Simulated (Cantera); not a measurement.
A perfectly stirred reactor is fed with N₂O : O₂ = 1 : 1.3 (molar parts), at 34.5 Torr; it is held at 1550 K, and followed from long to short residence time.

Computed with Cantera and GRI-Mech 3.0 (53 species, 325 reactions). GRI-Mech 3.0 was tuned for natural gas; its chemistry of N2O as a main component is partial and can be far from experiment. Radical loss at walls, strong at low pressure, is not modelled. The temperature is held fixed by assumption; the heat of reaction is taken as removed at once.

Question: What does this change do: O2 1.3 to 0.69 parts?

Answer: 
| quantity | before | after |
|---|---|---|
| x(N₂O) at τ = 28.0 s | 0.00338 | 0.00434 |
| x(O₂) at τ = 28.0 s | 0.606 | 0.497 |
| x(NO) at τ = 28.0 s | 0.0715 | 0.0908 |
| x(N₂) at τ = 28.0 s | 0.319 | 0.408 |
| x(O) at τ = 28.0 s | 6.79e-5 | 6.73e-5 |
| x(N₂O) at τ = 58.0 ms | 0.327 | 0.438 |
| x(O₂) at τ = 58.0 ms | 0.572 | 0.427 |
| x(NO) at τ = 58.0 ms | 0.0242 | 0.0324 |
| x(N₂) at τ = 58.0 ms | 0.0765 | 0.102 |
| x(O) at τ = 58.0 ms | 0.000113 | 0.000113 |

Question: What does this change do: temperature 1550 to 1173 K?

Answer: 
```
quantity                 before     after
---------------------  --------  --------
x(N₂O) at τ = 28.0 s    0.00338     0.277
x(O₂) at τ = 28.0 s       0.606     0.587
x(NO) at τ = 28.0 s      0.0715    0.0121
x(N₂) at τ = 28.0 s       0.319     0.123
x(O) at τ = 28.0 s      6.79e-5   1.17e-6
x(N₂O) at τ = 58.0 ms     0.327     0.434
x(O₂) at τ = 58.0 ms      0.572     0.565
x(NO) at τ = 58.0 ms     0.0242   3.96e-5
x(N₂) at τ = 58.0 ms     0.0765  0.000402
x(O) at τ = 58.0 ms    0.000113   1.18e-6
```
The mechanism lacks the step 2 NO + O2 → 2 NO2, which can matter for NO2 below about 1400 K.
